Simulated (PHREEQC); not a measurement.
1 kg of water holding 0.011 mol/kgw CaCl2, 0.0046 mol/kgw SrCl2, 0.26 mol/kgw MgCl2, 0.018 mol/kgw NaCl and 0.062 mol/kgw KCl is evaporated at 25 °C; the solids stay in contact with the brine. CO2 from the air is kept out. Only these solids could form: Bischofite, Brucite, Carnallite, Halite, Portlandite, Sylvite, MgCl2_4H2O.

Computed with PHREEQC (Pitzer model, pitzer.dat).

```csv
water left (kg),ionic strength,water activity,Carnallite (mol),Sylvite (mol),Halite (mol),K in solution (mol/kgw),Ca in solution (mol/kgw)
1,0.907,0.984,0,0,0,0.0620,0.0110
0.6755,(withheld),0.976,0,0,0,0.0918,0.0163
0.5552,1.63,0.970,0,0,0,0.112,0.0198
0.375,2.42,0.953,0,0,0,0.165,0.0293
0.3082,(withheld),0.940,0,0,0,0.201,0.0357
0.2082,4.36,0.900,0,0,0,0.298,0.0528
0.1407,6.45,0.827,0,0,0,0.441,0.0782
0.1156,7.84,0.771,0,0,0,0.536,0.0951
0.07809,(withheld),0.603,0,0,0,0.794,0.141
0.06353,(withheld),0.510,0.00594,0.0240,0,0.505,0.173
0.03673,17.6,0.325,0.0613,0,0.0150,0.0203,0.299
```

**Question.** Complete the blanks.

**Answer.** 
- 0.6755, ionic strength: 1.34
- 0.3082, ionic strength: 2.94
- 0.07809, ionic strength: 11.6
- 0.06353, ionic strength: 13.5
